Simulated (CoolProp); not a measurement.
The fluid at 298.15 K and 0.236 MPa is throttled through a valve to 0.0993 MPa with no heat exchange. The same conditions are run with several fluids, on thermodynamics alone (safety and materials aside).

Values from CoolProp's reference Helmholtz-energy equation of state of each fluid (tetradecamethylhexasiloxane (MD4M): Thol 2019; n-decane: Lemmon 2006; octamethylcyclotetrasiloxane (D4): Thol 2015; o-xylene: Zhou 2012; n-nonane: Lemmon 2006).

```csv
fluid,final density (kg/m³)
tetradecamethylhexasiloxane (MD4M),…
n-decane,…
octamethylcyclotetrasiloxane (D4),951
o-xylene,…
n-nonane,…
```

Question: Some entries are withheld; supply them.

Answer: 
- tetradecamethylhexasiloxane (MD4M), final density (kg/m³): 887
- n-decane, final density (kg/m³): 726
- o-xylene, final density (kg/m³): 876
- n-nonane, final density (kg/m³): 714
